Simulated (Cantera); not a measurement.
# Equilibrium for titanium nitride, carbide and oxide coatings: Ti + C3H8 + H2

Feed: 1 mol Ti, 0.068 mol C3H8, 380 mol H2, at 750 Torr.

These are equilibrium values from Cantera (NASA tables, ideal gas, pure condensed phases), not measurements of a reactor. Candidate condensed phases: C, C6H6, C7H8, C8H18, Ti, TiC; 77 gas species. Mutual solubility and eutectic melting of coexisting phases are not modelled. TiC: taken at fixed stoichiometry. Condensed phases not in the tables: N, O or C dissolved in the metal. Rates play no part.

From 727 °C to 827 °C the condensed part is Ti(α) + TiC(s). From 927 °C to 1627 °C the condensed part is Ti(β) + TiC(s). From 1727 °C to 1827 °C the condensed part is Ti(l) + TiC(s).

```csv
T (°C),x H2,x H,x Ti,x CH4,x CH3,n Ti(α),n TiC(s),n Ti(β),n Ti(l)
727,1.00,2.27e-9,<1e-12,9.01e-11,<1e-12,0.796,0.204,0,0
827,1.00,2.59e-8,<1e-12,2.52e-10,<1e-12,0.796,0.204,0,0
927,1.00,1.97e-7,<1e-12,6.06e-10,<1e-12,0,0.204,0.796,0
1027,1.000,1.11e-6,3.67e-12,1.29e-9,<1e-12,0,0.204,0.796,0
1127,1.000,4.86e-6,7.72e-11,2.46e-9,<1e-12,0,0.204,0.796,0
1227,1.000,1.76e-5,1.08e-9,4.31e-9,1.54e-12,0,0.204,0.796,0
1327,1.000,5.44e-5,1.07e-8,7.05e-9,7.80e-12,0,0.204,0.796,0
1427,1.000,0.000147,8.14e-8,1.09e-8,3.27e-11,0,0.204,0.796,0
1527,1.000,0.000358,4.89e-7,1.61e-8,1.17e-10,0,0.204,0.796,0
1627,0.999,0.000793,2.43e-6,2.30e-8,3.65e-10,0,0.204,0.795,0
1727,0.998,0.00162,9.93e-6,3.25e-8,1.05e-9,0,0.204,0,0.792
1827,0.997,0.00311,3.47e-5,4.55e-8,2.77e-9,0,0.204,0,0.783
```
x: gas mole fraction; n: condensed amount in mol.
